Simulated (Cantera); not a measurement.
A Cantera script and what it prints.

```python
import numpy as np
import cantera as ct

gas_names = """
    N N2 Pb Pb2
""".split()
cond_names = """
    Pb(cr) Pb(L)
""".split()


# ... load() reads the species with a 1 bar reference pressure and builds the phases ...
atoms = {
    'Pb': {'Pb': 1},
    'N2': {'N': 2},
}
top_T = {}  # K; cautious upper limits of use, not melting points


# ... equilibrate(T, P, feed) seeds the gas with the atoms and calls Mixture.equilibrate('TP', solver="vcs", rtol=1e-11, max_steps=5000) ...
results = []
feed = {'Pb': 1, 'N2': 1.3}  # mol
for P in [10, 52, 270, 1400, 7200, 37000, 190000, 1000000]:
    for T in [1000, 1025, 1050, 1075, 1100, 1125, 1150, 1175, 1200, 1225]:
        mix = equilibrate(T, P, feed)
        results.append((T, P, feed, dict(zip(mix.species_names, mix.species_moles))))

for T, P, feed, n in results:
    print(f"{T:7g} {P:10.4g}  " + (" + ".join(c for c in cond_names if n.get(c, 0) > 1e-12) or "gas only"))
```

It prints:

```
   1000         10  Pb(L)
   1025         10  Pb(L)
   1050         10  gas only
   1075         10  gas only
   1100         10  gas only
   1125         10  gas only
   1150         10  gas only
   1175         10  gas only
   1200         10  gas only
   1225         10  gas only
   1000         52  Pb(L)
   1025         52  Pb(L)
   1050         52  Pb(L)
   1075         52  Pb(L)
   1100         52  Pb(L)
   1125         52  Pb(L)
   1150         52  gas only
   1175         52  gas only
   1200         52  gas only
   1225         52  gas only
   1000        270  Pb(L)
   1025        270  Pb(L)
   1050        270  Pb(L)
   1075        270  Pb(L)
   1100        270  Pb(L)
   1125        270  Pb(L)
   1150        270  Pb(L)
   1175        270  Pb(L)
   1200        270  Pb(L)
   1225        270  Pb(L)
   1000       1400  Pb(L)
   1025       1400  Pb(L)
   1050       1400  Pb(L)
   1075       1400  Pb(L)
   1100       1400  Pb(L)
   1125       1400  Pb(L)
   1150       1400  Pb(L)
   1175       1400  Pb(L)
   1200       1400  Pb(L)
   1225       1400  Pb(L)
   1000       7200  Pb(L)
   1025       7200  Pb(L)
   1050       7200  Pb(L)
   1075       7200  Pb(L)
   1100       7200  Pb(L)
   1125       7200  Pb(L)
   1150       7200  Pb(L)
   1175       7200  Pb(L)
   1200       7200  Pb(L)
   1225       7200  Pb(L)
   1000    3.7e+04  Pb(L)
   1025    3.7e+04  Pb(L)
   1050    3.7e+04  Pb(L)
   1075    3.7e+04  Pb(L)
   1100    3.7e+04  Pb(L)
   1125    3.7e+04  Pb(L)
   1150    3.7e+04  Pb(L)
   1175    3.7e+04  Pb(L)
   1200    3.7e+04  Pb(L)
   1225    3.7e+04  Pb(L)
   1000    1.9e+05  Pb(L)
   1025    1.9e+05  Pb(L)
   1050    1.9e+05  Pb(L)
   1075    1.9e+05  Pb(L)
   1100    1.9e+05  Pb(L)
   1125    1.9e+05  Pb(L)
   1150    1.9e+05  Pb(L)
   1175    1.9e+05  Pb(L)
   1200    1.9e+05  Pb(L)
   1225    1.9e+05  Pb(L)
   1000      1e+06  Pb(L)
   1025      1e+06  Pb(L)
   1050      1e+06  Pb(L)
   1075      1e+06  Pb(L)
   1100      1e+06  Pb(L)
   1125      1e+06  Pb(L)
   1150      1e+06  Pb(L)
   1175      1e+06  Pb(L)
   1200      1e+06  Pb(L)
   1225      1e+06  Pb(L)
```

These are equilibrium values from Cantera (NASA tables, ideal gas, pure condensed phases), not measurements of a reactor.
